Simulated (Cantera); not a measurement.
**Hydrocarbon pyrolysis for carbon deposition**

An isothermal, constant-pressure homogeneous reactor starts with C2H6 : N2 = 1 : 11 (molar parts), at 1575 K and 0.293 Torr.

Computed with Cantera and GRI-Mech 3.0 (53 species, 325 reactions). GRI-Mech 3.0 stops at C3 and has no aromatics, soot or wall deposition, so with more carbon than oxygen in the feed, carbon stays in small species such as C2H2 where larger ones or solid carbon would form. Radical loss at walls, strong at low pressure, is not modelled.

```
t (s)      x C2H6     x CH2     x C2H    x C2H4     x CH4     x CH3
--------  -------  --------  --------  --------  --------  --------
3.00e-5    0.0833  1.73e-12    <1e-12  1.88e-10   1.46e-8   4.91e-5
9.03e-5    0.0833  5.57e-11    <1e-12   3.25e-9   1.32e-7  0.000148
0.000272   0.0831   1.71e-9    <1e-12   7.09e-8   1.19e-6  0.000443
0.000818   0.0826   4.75e-8    <1e-12   1.76e-6   1.07e-5   0.00132
0.00246    0.0810   1.07e-6    <1e-12   4.98e-5   9.50e-5   0.00384
0.00742    0.0748   1.12e-5  1.60e-10   0.00147  0.000790    0.0102
0.0223     0.0465   3.71e-5   7.69e-8    0.0167   0.00599    0.0229
0.0672    0.00324   4.51e-5   1.36e-6    0.0344    0.0235    0.0159
0.202     2.43e-5   8.74e-6   9.07e-7    0.0147    0.0246   0.00316
0.609     4.70e-6   2.12e-6   4.62e-7   0.00473    0.0226   0.00122
1.83      1.83e-6   8.09e-7   2.97e-7  0.000926    0.0206  0.000669
5.52      8.75e-7   4.07e-7   2.23e-7  0.000240    0.0180  0.000431
16.6      4.54e-7   2.58e-7   1.99e-7  0.000119    0.0144  0.000301
50.0      2.05e-7   2.01e-7   2.29e-7   4.87e-5   0.00883  0.000206
```
x: mole fraction; the columns are a selection and need not sum to one.

Equilibrium at this temperature and pressure: C2H6 <1e-12, CH2 8.43e-10, C2H 5.13e-7, C2H4 2.39e-7, CH4 1.45e-6, CH3 1.66e-7 (gas phase only).
